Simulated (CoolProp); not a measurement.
R236FA at several states: Z from the reference equation and from simpler models built on Tc = 398.1 K, pc = 3191 kPa, ω = 0.377; each cubic takes its own stable root.

Values from CoolProp's reference Helmholtz-energy equation of state, Pan 2012.

```tsv
T (K)	p (kPa)	phase	reference	van der Waals	Redlich-Kwong	Soave-Redlich-Kwong
308.5	1310	liquid	(withheld)	(withheld)	(withheld)	(withheld)
357	611	gas	0.8916	(withheld)	0.9044	(withheld)
376.2	548	gas	0.9221	0.9384	(withheld)	0.9247
365.3	9360	liquid	0.3962	0.5923	0.4517	0.4393
367.5	207	gas	0.9691	0.9762	(withheld)	0.9702
```

**Question.** What belongs in the gaps?

**Answer.** 
- 308.5, reference: 0.05843
- 308.5, van der Waals: 0.09925
- 308.5, Redlich-Kwong: 0.06948
- 308.5, Soave-Redlich-Kwong: 0.06500
- 357, van der Waals: 0.9208
- 357, Soave-Redlich-Kwong: 0.8972
- 376.2, Redlich-Kwong: 0.9276
- 367.5, Redlich-Kwong: 0.9717
